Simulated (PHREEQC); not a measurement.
Consider water at 40 °C with 0.041 mol NaHCO3, 0.00024 mol Na2SO4 and 0.0021 mol LiOH per kg of water. Closed to the air; pH follows from the charge balance.

The numbers come from PHREEQC with the ion-association model, wateq4f.dat.

### Question
The ionic strength comes out as 0.0435 mol/kgw. What activity coefficients do NaSO4-, Li+, Na+, HCO3-, CO3-2 get?

### Answer
NaSO4- 0.83, Li+ 0.84, Na+ 0.83, HCO3- 0.83, CO3-2 0.48.

No solid was allowed to form. Complexes and solids missing from the database can't appear. At this temperature some constants are extrapolated from 25 °C, and those without enthalpy data are left unchanged.
